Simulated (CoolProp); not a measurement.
Saturation properties of R124.

Values from CoolProp's reference Helmholtz-energy equation of state, de Vries 1995.

```json
[
 {"T (K)": "242.3", "p (bar)": "0.4267", "enthalpy of vaporisation (kJ/kg)": "174.4", "liquid viscosity (µPa s)": "516"},
 {"T (K)": "251.9", "p (bar)": "0.6751", "enthalpy of vaporisation (kJ/kg)": "170.1", "liquid viscosity (µPa s)": "450"},
 {"T (K)": "261.5", "p (bar)": "1.027", "enthalpy of vaporisation (kJ/kg)": "165.7", "liquid viscosity (µPa s)": "395"},
 {"T (K)": "271.2", "p (bar)": "1.514", "enthalpy of vaporisation (kJ/kg)": "161.0", "liquid viscosity (µPa s)": "348"},
 {"T (K)": "280.8", "p (bar)": "2.156", "enthalpy of vaporisation (kJ/kg)": "156.1", "liquid viscosity (µPa s)": "308"},
 {"T (K)": "290.4", "p (bar)": "2.990", "enthalpy of vaporisation (kJ/kg)": "___", "liquid viscosity (µPa s)": "273"},
 {"T (K)": "300", "p (bar)": "___", "enthalpy of vaporisation (kJ/kg)": "145.5", "liquid viscosity (µPa s)": "___"},
 {"T (K)": "309.7", "p (bar)": "5.387", "enthalpy of vaporisation (kJ/kg)": "139.6", "liquid viscosity (µPa s)": "216"},
 {"T (K)": "319.3", "p (bar)": "7.012", "enthalpy of vaporisation (kJ/kg)": "133.2", "liquid viscosity (µPa s)": "193"},
 {"T (K)": "328.9", "p (bar)": "8.979", "enthalpy of vaporisation (kJ/kg)": "126.4", "liquid viscosity (µPa s)": "171"},
 {"T (K)": "338.5", "p (bar)": "11.33", "enthalpy of vaporisation (kJ/kg)": "118.8", "liquid viscosity (µPa s)": "152"},
 {"T (K)": "348.2", "p (bar)": "14.14", "enthalpy of vaporisation (kJ/kg)": "110.3", "liquid viscosity (µPa s)": "135"},
 {"T (K)": "357.8", "p (bar)": "17.41", "enthalpy of vaporisation (kJ/kg)": "100.8", "liquid viscosity (µPa s)": "119"},
 {"T (K)": "367.4", "p (bar)": "21.22", "enthalpy of vaporisation (kJ/kg)": "89.56", "liquid viscosity (µPa s)": "104"},
 {"T (K)": "377", "p (bar)": "___", "enthalpy of vaporisation (kJ/kg)": "75.74", "liquid viscosity (µPa s)": "89.8"}
]
```

Fill in the missing entries.


- 290.4, enthalpy of vaporisation (kJ/kg): 151.0
- 300, p (bar): 4.050
- 300, liquid viscosity (µPa s): 243
- 377, p (bar): 25.64

It boils at 261.2 K under 1 atm.

Viscosity comes from a separate model (Bell 2016), an estimate that may be off by 10 % or more.
